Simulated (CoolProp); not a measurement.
Dodecamethylpentasiloxane (MD3M) along the isobar 0.101 MPa: density (kg/m³) from the reference equation and from simpler models built on Tc = 628.0 K, pc = 0.9540 MPa, ω = 0.730; each cubic takes its own stable root.

The numbers come from the reference Helmholtz-energy equation of state, Thol 2019 in CoolProp.

```tsv
T (K)	phase	reference	van der Waals	Redlich-Kwong	Soave-Redlich-Kwong	Peng-Robinson
421	liquid	748.3	12.16	600.2	661.7	745.6
435.6	liquid	732.8	11.66	586.1	649.5	732.4
450.2	liquid	716.8	11.21	11.53	636.3	718.1
464.8	liquid	700.4	10.79	11.06	622.0	702.5
479.3	liquid	683.5	10.41	10.63	606.5	685.5
493.9	liquid	665.6	10.05	10.24	589.3	666.7
508.5	gas	10.24	9.723	9.876	10.07	10.12
523.1	gas	9.815	9.415	9.543	9.691	9.737
537.7	gas	9.439	9.127	9.235	9.347	9.392
552.3	gas	9.100	8.858	8.948	9.032	9.074
```

At some of these states van der Waals, Redlich-Kwong gives the other phase, because its saturation line lies elsewhere.
